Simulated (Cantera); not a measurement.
A closed system holds: 1 mol B2H6, 0.41 mol O2, equilibrated at 0.00120 bar.

Equilibrium computed with Cantera from the NASA thermochemical tables; the gas is ideal and each condensed phase is pure. Candidate condensed phases: B, B2O3, B3O3H3, H2O; 23 gas species. The feed counts by its element totals alone. Equilibrium is a limit: real reactors are often held back by kinetics, nucleation or transport.

Over these rows the condensed part is B(s). Partial pressures as log10 of bar:

| T (K) | 1000/T (1/K) | log p HBO2 | log p H2 | log p HBO | log p B2O2 | log p BO |
|---|---|---|---|---|---|---|
| 1675 | 0.5970 | -6.07 | -3.00 | -3.92 | -4.14 | -5.04 |
| 1775 | 0.5634 | -6.31 | -3.01 | -3.90 | -4.19 | -4.67 |
| 1875 | 0.5333 | ? | -3.02 | -3.90 | -4.26 | -4.36 |
| 1975 | 0.5063 | -6.85 | -3.03 | -3.94 | -4.40 | -4.12 |
| 2075 | 0.4819 | -7.20 | -3.06 | -4.02 | -4.60 | -3.94 |
| 2175 | 0.4598 | -7.62 | -3.09 | -4.15 | -4.87 | -3.82 |

### Question
Fit log p(HBO2) = a + b·(1000/T) to the five rows, give the apparent enthalpy, and predict the row at 1875 K.

### Answer
Means: 1000/T = 0.5217, log p = -6.810. Sxy = 0.142849, Sxx = 0.0130618, so b = 10.94 and a = -6.810 − (10.94)×0.5217 = -12.52.
Apparent enthalpy: −19.145 × (10.94) = -209 kJ/mol. With the condensed phases at unit activity, 2 HBO(g) = HBO2(g) + B(s) + 1/2 H2(g) links this pressure to the main gases: over the six rows their terms move log p by -0.42 in all, so the slope isn't that reaction's ΔH° alone. The five rows lie within 0.13 of the line; that is curvature, so one enthalpy describes this range poorly.
Prediction at 1875 K: -12.52 + (10.94)×0.5333 = -6.69. The computed value is -6.56, 0.13 from the line.
